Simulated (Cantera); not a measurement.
Charge: 1 mol PbO, 2.4 mol CO, 2.9 mol N2, held at 1498 K and 0.210 bar.

These are equilibrium values from Cantera (NASA tables, ideal gas, pure condensed phases), not measurements of a reactor. Candidate condensed phases: C, Pb, PbO, PbO2, Pb3O4; 27 gas species. The numbers say what is thermodynamically allowed, not how fast it happens.

Base state: N2 0.484, CO 0.234, CO2 0.167, Pb 0.115, PbO 7.97e-5, Pb2 4.75e-5 (mole fractions); condensed: Pb(l).

What changes in the equilibrium state with this change: temperature from 1498 K to 1348 K?


```csv
species,before,after
N2,0.484,0.535
CO,0.234,0.258
CO2,0.167,0.184
Pb,0.115,0.0227
PbO,7.97e-5,3.98e-6
Pb2,4.75e-5,3.22e-6
"Pb(l), mol",0.312,0.877
```

What changes in the equilibrium state with this change: temperature from 1498 K to 1173 K?


```json
[
 {"species": "N2", "before": "0.484", "after": "0.546"},
 {"species": "CO", "before": "0.234", "after": "0.264"},
 {"species": "CO2", "before": "0.167", "after": "0.188"},
 {"species": "Pb", "before": "0.115", "after": "0.00201"},
 {"species": "PbO", "before": "7.97e-5", "after": "4.44e-8"},
 {"species": "Pb2", "before": "4.75e-5", "after": "5.65e-8"},
 {"species": "Pb(l), mol", "before": "0.312", "after": "0.989"}
]
```
